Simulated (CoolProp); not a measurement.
Saturation properties of methanol (Tc = 240.2 °C, pc = 8.216 MPa, ω = 0.565).

Model: reference Helmholtz-energy equation of state, de Reuck 1993, in CoolProp.

```tsv
T (°C)	p (MPa)	vapour density (kg/m³)	enthalpy of vaporisation (kJ/kg)	liquid viscosity (µPa s)	vapour viscosity (µPa s)
56.15	0.07232	0.8865	1117	360	10.6
62.75	0.09461	1.144	1104	333	10.8
69.25	0.1219	1.455	1092	309	11.0
75.85	0.1559	1.840	1078	287	11.1
82.35	0.1968	2.298	1064	267	11.3
88.95	0.2469	2.857	1049	249	11.5
95.45	0.3059	3.512	1033	233	11.7
102.05	0.3772	4.302	1017	218	11.9
108.55	0.4599	5.219	999.4	205	12.0
115.15	0.5583	6.313	980.6	192	12.2
121.65	0.6710	7.575	961.1	180	12.4
128.25	0.8034	9.071	939.9	169	12.5
134.75	0.9534	10.79	917.8	159	12.7
141.35	1.128	12.82	893.9	149	12.9
147.85	1.323	15.14	868.8	140	13.0
```

It boils at 64.5 °C under 1 atm.

Viscosity comes from a separate model (Xiang 2006).
